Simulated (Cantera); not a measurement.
Input: 1 mol Fe(CO)5, 1.3 mol CO, 13 mol N2, at 1073 K and 0.133 bar.

Equilibrium computed with Cantera from the NASA thermochemical tables; the gas is ideal and each condensed phase is pure. Candidate condensed phases: C, Fe, Fe(CO)5, FeO, Fe2O3, Fe3O4; 27 gas species. Condensed phases not in the tables: cementite and carbon dissolved in iron. The numbers say what is thermodynamically allowed, not how fast it happens.

Base state: N2 0.675, CO 0.323, CO2 0.00196 (mole fractions); condensed: C(graphite) + Fe(α).

**Question.** What changes in the equilibrium state with this change: CO from 1.3 to 0.033 mol?

**Answer.** 
```json
[
 {"species": "N2", "before": "0.675", "after": "0.722"},
 {"species": "CO", "before": "0.323", "after": "0.277"},
 {"species": "CO2", "before": "0.00196", "after": "0.00144"},
 {"species": "C(graphite), mol", "before": "0.0378", "after": "0.0259"},
 {"species": "Fe(α), mol", "before": "1.00", "after": "1.00"}
]
```
